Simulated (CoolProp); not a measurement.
Aqueous potassium carbonate as a coolant, at 0 °C, 1 atm.

Values from CoolProp's Melinder's fits for secondary coolants.

```
mass %  freezing point (°C)  cp (kJ/(kg K))  viscosity (mPa s)  conductivity (W/(m K))  density (kg/m³)
------  -------------------  --------------  -----------------  ----------------------  ---------------
6.7                    -2.3      (withheld)               2.00                   0.559       (withheld)
11.5                   -4.3           3.600               2.21                   0.554             1111
16.2             (withheld)           3.421               2.49                   0.550             1158
21                     -9.5           3.240               2.89                   0.545       (withheld)
25.7                  -13.5           3.069               3.46                   0.540             1260
30.4                  -19.2      (withheld)               4.33              (withheld)             1312
35.2                  -27.1      (withheld)               5.71              (withheld)             1368
```

Problem. Some entries are withheld; supply them.

Solution. 
- 6.7, cp (kJ/(kg K)): 3.803
- 6.7, density (kg/m³): 1064
- 16.2, freezing point (°C): -6.5
- 21, density (kg/m³): 1209
- 30.4, cp (kJ/(kg K)): 2.914
- 30.4, conductivity (W/(m K)): 0.536
- 35.2, cp (kJ/(kg K)): 2.783
- 35.2, conductivity (W/(m K)): 0.530
